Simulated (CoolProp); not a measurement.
Benzene along the isobar 0.101 MPa: density (kg/m³) from the reference equation and from simpler models built on Tc = 288.9 °C, pc = 4.906 MPa, ω = 0.211; each cubic takes its own stable root.

Values from CoolProp's reference Helmholtz-energy equation of state, Thol 2012.

```csv
T (°C),phase,reference
17.35,liquid,881.6
25.25,liquid,873.2
33.25,liquid,864.7
41.15,liquid,856.2
49.05,liquid,847.7
56.95,liquid,839.1
64.95,liquid,830.3
72.85,liquid,821.5
80.75,gas,2.775
```

How far does each simpler model (van der Waals, Redlich-Kwong) lie from the reference over these 9 states: mean and median of the absolute difference, and the worst?


- van der Waals: mean 88.7 %, median 99.6 %, worst -99.7 % at 72.85 °C and 0.101 MPa
- Redlich-Kwong: mean 29.2 %, median 10.4 %, worst -99.7 % at 72.85 °C and 0.101 MPa

At some of these states van der Waals, Redlich-Kwong gives the other phase, because its saturation line lies elsewhere.
